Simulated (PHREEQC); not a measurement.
Dissolve 4.3 mmol/kgw Sr(OH)2 at 39 °C. Closed to the air; pH follows from the charge balance.

All values are PHREEQC results (ion-association model, wateq4f.dat), not measurements.

Q: The ionic strength comes out as 0.0128 mol/kgw. What activity coefficients do Sr+2, SrOH+, OH- get?

A: Sr+2 0.64, SrOH+ 0.89, OH- 0.89.

No solid was allowed to form. Away from 25 °C the constants follow the database's enthalpies or fits; those with neither stay at their 25 °C values.
